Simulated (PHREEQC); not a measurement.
# Polishing slurry liquid: an equilibrium model

Make-up at 39 °C: 0.28 mol/kgw HNO3 and 0.0026 mol/kgw KH2PO4. Closed to the air; pH follows from the charge balance.

All values are PHREEQC results (ion-association model, phreeqc.dat), not measurements.

No solid was allowed to form.

Problem. Estimate the pH, activity of water, specific conductance.

Solution. pH 0.66; activity of water 0.990; specific conductance 119000 µS/cm.

Problem. In which forms is P present?

Solution. H3PO4 96 %, H2PO4- 3.8 % of the P.

Species that the database lacks are ignored. Constants without temperature data keep their 25 °C values here.
